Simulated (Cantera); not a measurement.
What does this Cantera script print?

```python
import numpy as np
import cantera as ct

gas_names = """
    C CN CO CO2 C2 CCN CNC C2N2 C2O C3 C3O2 C4 C4N2 C5 N NCO NO NO2 NO3 N2 N2O O O2 O3 Si SiC SiC2 SiN
    SiO SiO2 Si2 Si2C Si2N Si3
""".split()
cond_names = """
    C(gr) Si(cr) Si(L) SiC(b) SiO2(Lqz) SiO2(hqz) SiO2(L) Si2N2O(s) Si3N4(a)
""".split()


# ... load() reads the species with a 1 bar reference pressure and builds the phases ...
atoms = {
    'Si3N4': {'Si': 3, 'N': 4},
    'CO2': {'C': 1, 'O': 2},
    'N2': {'N': 2},
}
top_T = {'C(gr)': 4500, 'SiC(b)': 3050, 'Si2N2O(s)': 2100, 'Si3N4(a)': 2400}  # K; cautious upper limits of use, not melting points


# ... equilibrate(T, P, feed) seeds the gas with the atoms and calls Mixture.equilibrate('TP', solver="vcs", rtol=1e-11, max_steps=5000) ...
results = []
feed = {'Si3N4': 1, 'CO2': 0.012, 'N2': 350}  # mol
T = 1748.15  # K
for P in [0.1, 0.6, 3.6, 22, 130, 770, 4600, 28000, 170000, 1000000]:
    mix = equilibrate(T, P, feed)
    results.append((T, P, feed, dict(zip(mix.species_names, mix.species_moles))))

top = {s: max(r[3][s] / sum(r[3][g] for g in gas_names) for r in results) for s in gas_names}
cols = sorted((s for s in top if top[s] > 1e-05), key=lambda s: -top[s])[:5]
seen = [c for c in cond_names if any(r[3].get(c, 0) > 1e-12 for r in results)]
print("log10 of partial pressures in bar; condensed amounts in mol")
print(f"{'P/Pa':>10s}" + "".join(f"{s[:9]:>10s}" for s in cols + seen))
for T, P, feed, n in results:
    ng = sum(n[g] for g in gas_names)
    print(f"{P:10.4g}" + "".join(f"{np.log10(max(n[s] / ng * P / 1e5, 1e-99)):10.3f}" for s in cols)
          + "".join(f"{n.get(c, 0):10.4g}" for c in seen))
```

Output:

```
log10 of partial pressures in bar; condensed amounts in mol
      P/Pa        N2        Si      Si2N       SiO       SiN     Si(L)    SiC(b) Si2N2O(s)  Si3N4(a)
       0.1    -6.004    -8.075   -13.370   -10.470   -11.362         0         0         0         0
       0.6    -5.226    -7.298   -11.425    -9.679   -10.196         0         0         0         0
       3.6    -4.447    -6.524    -9.489    -8.757    -9.033         0         0         0         0
        22    -3.661    -5.836    -7.720    -7.845    -7.952    0.4923         0         0         0
       130    -2.887    -5.836    -7.333    -7.084    -7.565     2.531  0.007166         0         0
       770    -2.114    -6.050    -7.373    -6.357    -7.392         0  0.007678         0     0.975
      4600    -1.337    -6.567    -8.020    -5.802    -7.521         0         0         0    0.9952
   2.8e+04    -0.553    -7.090    -8.674    -5.018    -7.652         0         0         0     0.996
   1.7e+05     0.230    -7.612    -9.327    -4.738    -7.782         0         0  0.008238    0.9933
     1e+06     1.000    -8.125    -9.968    -4.995    -7.910         0         0   0.01165    0.9921
```

Method: chemical equilibrium by Gibbs-energy minimisation in Cantera with the NASA 1993 tables (ideal gas, pure condensed phases). Mutual solubility and eutectic melting of coexisting phases are not modelled. The tables' values for SiN are old estimates; treat these amounts as uncertain.
